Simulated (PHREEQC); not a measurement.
**Alkaline etch or developer: an equilibrium model**

Make-up at 20 °C: 110 mmol/kgw NaOH, 0.37 mmol/kgw CO2 and 49 mmol/kgw Na2CO3. Closed to the air; pH follows from the charge balance.

The numbers come from PHREEQC with the ion-association model, phreeqc.dat.

This is a speciation only: nothing precipitates in the calculation.

**Question.** What pH does the model give?

**Answer.** pH 13.05.

**Question.** In which forms is C present?

**Answer.** CO3-2 55 %, NaCO3- 45 % of the C.
